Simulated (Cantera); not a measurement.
Input: 1 mol TiN, 0.011 mol C, 2.7 mol H2, equilibrated at 2625 K and 0.0518 Torr.

Cantera equilibrium calculation (NASA polynomials, part measured and part estimated; ideal gas, pure solids and liquids). Candidate condensed phases: C, C6H6, C7H8, C8H18, Ti, TiC, TiN; 93 gas species. Kinetics and transport are ignored.

Base state: H 0.755, Ti 0.148, N2 0.0736, H2 0.0218, C 0.000747, CN 0.000545, HCN 0.000230, HNC 3.09e-5 (mole fractions); condensed: gas only.

**Question.** What changes in the equilibrium state with this change: C from 0.011 to 0.036 mol?

**Answer.** 
```
species             before     after
----------------  --------  --------
H                    0.755     0.753
Ti                   0.148     0.148
N2                  0.0736    0.0727
C                 0.000747   0.00208
CN                0.000545   0.00151
H2                  0.0218    0.0217
C3                 1.00e-5  0.000218
C2                 1.57e-5  0.000122
C2H                4.53e-6   3.52e-5
C2H2 (acetylene)   1.42e-6   1.10e-5
HCN               0.000230  0.000638
```

**Question.** What changes in the equilibrium state with this change: pressure from 0.0518 Torr to 7.50 Torr?

**Answer.** 
```tsv
species	before	after
H2	0.0218	0.419
H	0.755	0.275
Ti	0.148	0.204
N2	0.0736	0.103
C2	1.57e-5	<1e-9
C3	1.00e-5	<1e-9
C	0.000747	3.09e-7
TiC(s), mol	0	0.0106
```
TiC: taken at fixed stoichiometry.
